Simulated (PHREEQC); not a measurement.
Consider water at 25 °C with 0.2 mol NaOH, 0.00038 mol K2SiO3 and 0.00017 mol K3PO4 per kg of water. Closed to the air; pH follows from the charge balance.

The numbers come from PHREEQC with the ion-association model, phreeqc.dat.

Each row changes one thing in this solution. No solid was allowed to form.

| case | pH | ionic strength (mol/kgw) | H2SiO4-2 (mol/kgw) | H3SiO4- (mol/kgw) | H4SiO4 (mol/kgw) | SI of Quartz (SiO2) |
|---|---|---|---|---|---|---|
| as made | 13.15 | 0.202 | 0.000262 | 0.000118 | 3.90e-8 | -3.40 |
| diluted 100-fold with water | 11.28 | 0.00201 | 5.37e-8 | 3.62e-6 | 1.24e-7 | -2.93 |
| 0.0024 mol/kgw H2SO4 added | 13.14 | 0.203 | 0.000260 | 0.000120 | 4.06e-8 | -3.38 |
| diluted 10-fold with water | 12.23 | 0.0202 | 5.58e-6 | 3.23e-5 | 1.10e-7 | -2.97 |
| K3PO4 left out | 13.15 | 0.201 | 0.000262 | 0.000118 | 3.90e-8 | -3.40 |
| NaOH replaced by Na3PO4 at the same molality | 12.10 | 1.15 | 8.43e-5 | 0.000295 | 7.29e-7 | -2.03 |

The ionic strength passes 0.7 mol/kgw, the rough limit of the ion-association models, in NaOH replaced by Na3PO4 at the same molality.
